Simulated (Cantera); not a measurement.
An adiabatic, constant-volume homogeneous reactor starts with 33.5 % H2, 14.0 % O2, 52.6 % N2, equivalence ratio 1.2, at 1050 K and 2100000 Pa.

Detailed kinetics in Cantera: GRI-Mech 3.0 (53 species, 325 reactions). The hydrogen kinetics of GRI-Mech 3.0 are dated; newer H2 mechanisms differ, most at raised pressure. The pressure lies above the range GRI-Mech 3.0 was tuned for (to about 10 atm). Above 3000 K some thermodynamic fits are extrapolated.

Question: Predict: time of steepest temperature rise; temperature at 2.00 s; equilibrium temperature; x(H2) at 2.00 s; x(O2) at 2.00 s; x(N2O) at 2.00 s; x(H2O2) at 2.00 s; x(NO) at 2.00 s; x(OH) at 2.00 s; x(HO2) at 2.00 s.

Answer: 
```json
{
  "time_of_steepest_temperature_rise": "1.76 ms",
  "temperature at 2.00 s": "3189 K",
  "equilibrium_temperature": "3189 K",
  "x(H2) at 2.00 s": "0.0755 (gas-phase equilibrium 0.0755)",
  "x(O2) at 2.00 s": "0.00183 (gas-phase equilibrium 0.00183)",
  "x(N2O) at 2.00 s": "1.80e-6 (gas-phase equilibrium 1.80e-6)",
  "x(H2O2) at 2.00 s": "2.13e-6 (gas-phase equilibrium 2.13e-6)",
  "x(NO) at 2.00 s": "0.00483 (gas-phase equilibrium 0.00483)",
  "x(OH) at 2.00 s": "0.0150 (gas-phase equilibrium 0.0150)",
  "x(HO2) at 2.00 s": "7.81e-6 (gas-phase equilibrium 7.81e-6)"
}
```
